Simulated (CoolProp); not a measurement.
Vapour-liquid equilibrium of R22 (1) + R123 (2) at 0.142 MPa; x and y are mole fractions of (1).

The numbers come from the multi-fluid Helmholtz-energy mixture model, Kamei 1995 and Younglove 1994; pair parameters Bell 2016 in CoolProp.

```tsv
x	bubble temperature (°C)	y at the bubble point	dew temperature at overall composition x (°C)	liquid density (mol/L)
0.05	27.2	0.325	36.1	9.702
0.15	10.9	0.674	33.1	___
0.25	-0.8	0.826	29.9	10.96
0.35	___	0.898	26.3	___
0.45	-15.4	0.936	22.3	___
0.55	-20.2	0.959	17.7	12.77
0.65	-23.9	0.973	12.3	13.41
0.75	-27.1	0.984	___	14.09
0.85	-29.8	___	-3.3	14.83
0.95	-32.2	0.997	___	15.62
```

### Question
Some entries are withheld; supply them.

### Answer

- 0.15, liquid density (mol/L): 10.35
- 0.35, bubble temperature (°C): -9.2
- 0.35, liquid density (mol/L): 11.55
- 0.45, liquid density (mol/L): 12.15
- 0.75, dew temperature at overall composition x (°C): 5.7
- 0.85, y at the bubble point: 0.991
- 0.95, dew temperature at overall composition x (°C): -18.1

No azeotrope shows between x = 0.05 and 0.95.

The pair parameters rest on a limited set of measurements; away from them the model extrapolates. The gap from Raoult's law changes sign with composition, which may be real or a fault of the pair parameters; it wasn't checked against measurements.
